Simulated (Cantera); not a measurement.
Mixture: 14.4 % H2, 11.3 % O2, 74.3 % N2, equivalence ratio 0.64, at 500000 Pa, adiabatic and at constant pressure. Ignition delay is the time to a rise of 400 K.

Computed with Cantera and the H2/O2 subset of GRI-Mech 3.0, which has no nitrogen chemistry. The hydrogen kinetics of GRI-Mech 3.0 are dated; newer H2 mechanisms differ, most at raised pressure. Where the delays flatten at high temperature, the 400 K rule measures the pace of heat release, not the induction time.

**Question.** Predict: delay at 1075 K; delay at 1225 K; delay at 1375 K; delay at 1525 K; delay at 1675 K.

**Answer.** 
```
Quantity           Value
---------------  -------
delay at 1075 K  1.83 ms
delay at 1225 K  18.2 µs
delay at 1375 K  7.48 µs
delay at 1525 K  4.79 µs
delay at 1675 K  3.86 µs
```
